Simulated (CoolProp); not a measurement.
Vapour pressure (MPa) of ethanol: the reference equation beside estimates from Tc = 241.6 °C, pc = 6.268 MPa, ω = 0.644. Clausius-Clapeyron is anchored at 149.85 °C with a constant enthalpy of vaporisation of 31.75 kJ/mol.

The numbers come from the reference Helmholtz-energy equation of state, Schroeder 2014 in CoolProp.

| T (°C) | reference | Lee-Kesler | Clausius-Clapeyron | van der Waals | Soave-Redlich-Kwong | Peng-Robinson |
|---|---|---|---|---|---|---|
| 116.05 | 0.3785 | 0.3794 | 0.4469 | 1.842 | 0.3822 | 0.3856 |
| 122.85 | 0.4655 | 0.4655 | 0.5289 | 2.001 | 0.4696 | 0.4723 |
| 129.55 | 0.5661 | 0.5646 | 0.6210 | 2.166 | 0.5706 | 0.5722 |
| 136.35 | 0.6851 | 0.6813 | 0.7269 | 2.342 | 0.6898 | 0.6899 |
| 143.05 | 0.8207 | 0.8138 | 0.8446 | 2.524 | 0.8254 | 0.8238 |
| 149.85 | 0.9788 | 0.9679 | 0.9788 | 2.718 | 0.9834 | 0.9797 |
| 156.65 | 1.160 | 1.144 | 1.129 | 2.921 | 1.164 | 1.158 |
| 163.35 | 1.362 | 1.340 | 1.294 | 3.130 | 1.366 | 1.357 |
| 170.15 | 1.593 | 1.565 | 1.480 | 3.351 | 1.598 | 1.586 |
| 176.85 | 1.850 | 1.815 | 1.682 | 3.579 | 1.854 | 1.839 |
| 183.65 | 2.141 | 2.098 | 1.909 | 3.819 | 2.146 | 2.127 |
| 190.45 | 2.465 | 2.416 | 2.158 | 4.069 | 2.471 | 2.450 |

Absolute difference from the reference over all 12 rows, mean and median: Lee-Kesler 1.1 and 1.2 %, Clausius-Clapeyron 8.1 and 8.1 %, van der Waals 187.9 and 164.7 %, Soave-Redlich-Kwong 0.5 and 0.4 %, Peng-Robinson 0.7 and 0.6 %.
